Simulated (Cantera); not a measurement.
## Stirred combustor or abatement burner

A perfectly stirred reactor is fed with C2H4 : O2 : N2 : CO2 = 1 : 6.98 : 26.2 : 0.84 (molar parts), equivalence ratio 0.43, at 650000 Pa; it is adiabatic with a 325 K inlet, and is followed from long to short residence time, starting on the burning branch (τ in s: 0.028, 0.01, 0.0037, 0.0013, 0.00048, 0.00017, 6.3e-05, 2.3e-05, 8.2e-06).

Computed with Cantera and GRI-Mech 3.0 (53 species, 325 reactions). GRI-Mech 3.0 was tuned for natural gas; its chemistry of ethylene as a main component is partial and can be far from experiment.

| τ (s) | T (K) | x C2H4 | x O2 | x C2H | x C2H6 | x CH3 | x HO2 | x N2O |
|---|---|---|---|---|---|---|---|---|
| 0.028 | 1421 | 4.51e-5 | 0.114 | 8.07e-11 | 3.39e-9 | 9.00e-7 | 1.21e-5 | 2.86e-6 |
| 0.010 | 1404 | 0.000105 | 0.115 | 1.03e-10 | 2.82e-8 | 2.62e-6 | 2.90e-5 | 2.77e-6 |
| 0.0037 | 325 | 0.0286 | 0.199 | <1e-12 | <1e-12 | <1e-12 | <1e-12 | <1e-12 |
| 0.0013 | 325 | 0.0286 | 0.199 | <1e-12 | <1e-12 | <1e-12 | <1e-12 | <1e-12 |
| 0.00048 | 325 | 0.0286 | 0.199 | <1e-12 | <1e-12 | <1e-12 | <1e-12 | <1e-12 |
| 0.00017 | 325 | 0.0286 | 0.199 | <1e-12 | <1e-12 | <1e-12 | <1e-12 | <1e-12 |
| 6.3e-5 | 325 | 0.0286 | 0.199 | <1e-12 | <1e-12 | <1e-12 | <1e-12 | <1e-12 |
| 2.3e-5 | 325 | 0.0286 | 0.199 | <1e-12 | <1e-12 | <1e-12 | <1e-12 | <1e-12 |
| 8.2e-6 | 325 | 0.0286 | 0.199 | <1e-12 | <1e-12 | <1e-12 | <1e-12 | <1e-12 |
x: mole fraction; the columns are a selection and need not sum to one.
